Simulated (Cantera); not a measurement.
A closed system holds: 1 mol B2H6, 0.084 mol H2O, 0.22 mol N2, held at 0.0280 bar.

Cantera equilibrium calculation (NASA polynomials, part measured and part estimated; ideal gas, pure solids and liquids). Candidate condensed phases: B, BN, B2O3, B3O3H3, H2O; 39 gas species. The feed counts by its element totals alone. N2 is the only nitrogen source here; it is nearly inert below about 1500 K, so the nitride shown seldom forms there in practice. Mutual solubility and eutectic melting of coexisting phases are not modelled. The tables' values for BH2 are old estimates; treat these amounts as uncertain. Equilibrium is a limit: real reactors are often held back by kinetics, nucleation or transport.

log p: log10 of the partial pressure in bar; n: condensed amount in mol.

| T (°C) | log p H2 | log p H | log p N2 | log p HBO | log p BO | log p B2O2 | log p BH2 | n B(s) | n BN(s) | n B2O3(l) | n B(l) |
|---|---|---|---|---|---|---|---|---|---|---|---|
| 1177 | -1.56 | -5.80 | -8.86 | -3.47 | -6.27 | -4.45 | -6.80 | 1.49 | 0.440 | 0.00788 | 0 |
| 1277 | -1.56 | -5.28 | -7.70 | -3.26 | -5.60 | -4.15 | -6.35 | 1.48 | 0.440 | 0 | 0 |
| 1377 | -1.56 | (withheld) | (withheld) | -3.23 | (withheld) | -4.18 | -5.96 | 1.48 | 0.440 | 0 | 0 |
| 1477 | -1.56 | -4.42 | -5.78 | -3.21 | -4.79 | -4.24 | -5.61 | 1.48 | 0.440 | 0 | 0 |
| 1577 | -1.57 | (withheld) | (withheld) | -3.21 | (withheld) | (withheld) | -5.30 | 1.48 | 0.438 | 0 | 0 |
| 1677 | -1.57 | -3.72 | -4.26 | -3.22 | -4.19 | -4.41 | -5.03 | 1.49 | 0.428 | 0 | 0 |
| 1777 | -1.57 | -3.43 | -3.61 | -3.25 | -3.96 | -4.52 | -4.78 | 1.53 | 0.385 | 0 | 0 |
| 1877 | -1.59 | -3.17 | -3.03 | -3.30 | -3.78 | -4.67 | -4.57 | 1.69 | 0.219 | 0 | 0 |
| 1977 | -1.61 | -2.94 | -2.75 | -3.38 | -3.63 | -4.85 | -4.39 | 1.91 | 0 | 0 | 0 |
| 2077 | -1.63 | -2.72 | -2.75 | -3.46 | -3.52 | -5.05 | -4.22 | 0 | 0 | 0 | 1.90 |

Question: Fill in the missing entries.

Answer: 
- 1577, log p H: -4.05
- 1577, log p N2: -4.98
- 1577, log p BO: -4.47
- 1577, log p B2O2: -4.32
- 1377, log p H: -4.82
- 1377, log p N2: -6.68
- 1377, log p BO: -5.16
